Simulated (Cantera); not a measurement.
A freely propagating, adiabatic, planar premixed flame of 40.6 % H₂, 11.9 % O₂, 45.1 % N₂, 2.32 % H₂O, equivalence ratio 1.7, unburnt at 423 K and 920000 Pa; mixture-averaged transport, grid criteria slope 0.08 and curve 0.16, no radiation.

Model: the H2/O2 subset of GRI-Mech 3.0, which has no nitrogen chemistry, integrated in Cantera. The hydrogen kinetics of GRI-Mech 3.0 are dated; newer H2 mechanisms differ, most at raised pressure. Burning velocities carry a grid error of a few per cent, more on coarse grids.

x: mole fraction of selected species; z is measured from the peak of heat release.

```csv
z (mm),T (K),u (m/s),x H₂,x O₂,x O,x OH,x H₂O,x H₂O₂
-0.0703,423,4.14,0.406,0.119,<1e-8,<1e-8,0.0232,<1e-8
-0.0469,423,4.14,0.406,0.120,<1e-8,<1e-8,0.0232,<1e-8
-0.0351,424,4.14,0.406,0.120,1.09e-8,<1e-8,0.0232,4.21e-8
-0.0234,430,4.18,0.402,0.120,1.29e-7,<1e-8,0.0235,8.14e-7
-0.0117,548,5.14,0.376,0.123,8.68e-6,3.55e-5,0.0305,6.12e-5
-0.00586,901,8.15,0.331,0.111,0.000184,0.000860,0.0670,0.000169
0,[?],11.8,[?],[?],[?],[?],[?],[?]
0.00586,1627,14.3,0.224,0.0460,0.00172,0.00310,0.203,8.38e-6
0.0117,1798,15.7,0.193,0.0221,0.00154,0.00417,0.247,3.63e-6
0.0234,1951,17.0,0.173,[?],[?],[?],0.281,[?]
0.0469,2058,17.8,0.173,0.000582,0.000405,0.00419,0.291,6.34e-7
0.0937,2136,18.4,0.177,0.000142,0.000167,0.00294,0.295,2.95e-7
0.187,2186,18.8,0.180,4.76e-5,5.62e-5,0.00180,0.297,1.28e-7
```

Question: Some entries are withheld; supply them.

Answer: 
- 0, T (K): 1328
- 0, x H₂: 0.274
- 0, x O₂: 0.0814
- 0, x O: 0.00101
- 0, x OH: 0.00175
- 0, x H₂O: 0.135
- 0, x H₂O₂: 7.15e-5
- 0.0234, x O₂: 0.00468
- 0.0234, x O: 0.000847
- 0.0234, x OH: 0.00480
- 0.0234, x H₂O₂: 1.59e-6
